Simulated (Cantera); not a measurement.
**Equilibrium for tantalum, niobium, vanadium and zirconium in process gases: Ta + H2O + H2**

Feed: 1 mol Ta, 11 mol H2O, 260 mol H2, equilibrated at 1525 °C and 15000 Pa.

Equilibrium computed with Cantera from the NASA thermochemical tables; the gas is ideal and each condensed phase is pure. Candidate condensed phases: H2O, Ta, Ta2O5; 12 gas species. Kinetics and transport are ignored.

- x(H2): 0.968
- x(H2O): 0.0313
- x(H): 0.000894
- x(OH): 1.90e-6
- n(Ta2O5(s)): 0.500 mol
- gas amount: 271.1 mol
- log10 activity of Ta(s) (absent): -4.19
